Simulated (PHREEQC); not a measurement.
Solution (6.7 °C): 0.0067 mol Cu(NO3)2, 0.045 mol HBF4 and 0.00053 mol Na2SO4 per kg of water. Closed to the air; pH follows from the charge balance.

Model: ion-association model, phreeqc.dat, run in PHREEQC.

```json
[
 {"quantity": "pH", "before": "1.44", "after": "1.44"},
 {"quantity": "ionic strength (mol/kgw)", "before": "0.0645", "after": "0.0638"},
 {"quantity": "HF (mol/kgw)", "before": "0.00804", "after": "0.0106"},
 {"quantity": "HSO4- (mol/kgw)", "before": "0.000275", "after": "0.000316"},
 {"quantity": "F- (mol/kgw)", "before": "0.000255", "after": "0.000251"},
 {"quantity": "SO4-2 (mol/kgw)", "before": "0.000206", "after": "0.000170"}
]
```

Question: Name the change that produced these shifts.
A. temperature from 6.7 to 25 °C
B. HBF4 replaced by HF at the same molality
C. Cu(NO3)2 from 0.0067 to 0.00134 mol/kgw
D. Cu(NO3)2 replaced by NaNO3 at the same molality
E. Cu(NO3)2 replaced by Zn(NO3)2 at the same molality

Answer: A, temperature from 6.7 to 25 °C

No solid was allowed to form. At this temperature some constants are extrapolated from 25 °C, and those without enthalpy data are left unchanged. Real BF4- forms and hydrolyses slowly; the run takes it at equilibrium.
